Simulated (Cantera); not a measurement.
Input (Python, Cantera) and output of one run.

```python
import numpy as np
import cantera as ct

gas_names = """
    CL CL2 H HCL H2 Pb PbCL PbCL2 PbCL4 Pb2
""".split()
cond_names = """
    Pb(cr) Pb(L) PbCL2(s) PbCL2(L)
""".split()


# ... load() reads the species with a 1 bar reference pressure and builds the phases ...
atoms = {
    'PbCl2': {'Pb': 1, 'CL': 2},
    'HCl': {'H': 1, 'CL': 1},
    'H2': {'H': 2},
}
top_T = {}  # K; cautious upper limits of use, not melting points


# ... equilibrate(T, P, feed) seeds the gas with the atoms and calls Mixture.equilibrate('TP', solver="vcs", rtol=1e-11, max_steps=5000) ...
results = []
feed = {'PbCl2': 1, 'HCl': 0.066, 'H2': 400}  # mol
T = 1550  # K
P = 38  # Pa
mix = equilibrate(T, P, feed)
results.append((T, P, feed, dict(zip(mix.species_names, mix.species_moles))))
print(gas.report(threshold=1e-06))
for i in range(1, mix.n_phases):
    print(f"{mix.phase(i).name:16s} {mix.phase_moles(i):12.5e} mol")
```

It prints:

```
       temperature   1550 K
          pressure   38 Pa
           density   7.9646e-06 kg/m^3
  mean mol. weight   2.7011 kg/kmol
   phase of matter   gas

                          1 kg             1 kmol
                     ---------------   ---------------
          enthalpy        1.4171e+07        3.8277e+07  J
   internal energy        9.3998e+06         2.539e+07  J
           entropy             91173        2.4627e+05  J/K
    Gibbs function       -1.2715e+08       -3.4344e+08  J
 heat capacity c_p             12040             32521  J/K
 heat capacity c_v            8961.6             24206  J/K

                      mass frac. Y      mole frac. X     chem. pot. / RT
                     ---------------   ---------------   ---------------
                CL        8.7148e-05        6.6403e-06           -32.522
                 H        0.00060014         0.0016082           -13.292
               HCL          0.069171         0.0051248           -45.814
                H2           0.73947           0.99078           -26.583
                Pb           0.19041         0.0024823           -21.923
              PbCL        0.00025936        2.8872e-06           -54.445
     [   +4 minor]        4.5096e-08        4.2321e-10

Pb(L)             0.00000e+00 mol
PbCL2(L)          0.00000e+00 mol
```

Cantera equilibrium calculation (NASA polynomials, part measured and part estimated; ideal gas, pure solids and liquids).
